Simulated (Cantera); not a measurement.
Input: 1 mol AlCl3, 0.3 mol NH3, 560 mol H2, at 527 °C and 100000 Pa.

Method: chemical equilibrium by Gibbs-energy minimisation in Cantera with the NASA 1993 tables (ideal gas, pure condensed phases). Candidate condensed phases: Al, AlCl3, AlN, NH4Cl; 20 gas species. Kinetics and transport are ignored.

Base state: H2 0.997, HCl 0.00160, AlCl3 0.00124 (mole fractions); condensed: AlN(s).

### Question
What changes in the equilibrium state with this change: H2 from 560 to 5.1 mol?

### Answer
```
species       before     after
-----------  -------  --------
H2             0.997     0.801
HCl          0.00160    0.0902
AlCl3        0.00124    0.0798
Al2Cl6       5.11e-6    0.0213
N2             <1e-9   0.00775
NH3          6.83e-8  0.000189
AlN(s), mol    0.300     0.197
```

### Question
What changes in the equilibrium state with this change: temperature from 527 °C to 1650 °C?

### Answer
| species | before | after |
|---|---|---|
| H2 | 0.997 | 0.993 |
| HCl | 0.00160 | 0.00352 |
| AlCl | <1e-9 | 0.00173 |
| H | <1e-9 | 0.000939 |
| N2 | <1e-9 | 0.000266 |
| AlCl2 | <1e-9 | 3.55e-5 |
| AlCl3 | 0.00124 | 1.67e-6 |
| AlN(s), mol | 0.300 | 0 |
The tables' values for AlCl2 are old estimates; treat these amounts as uncertain.
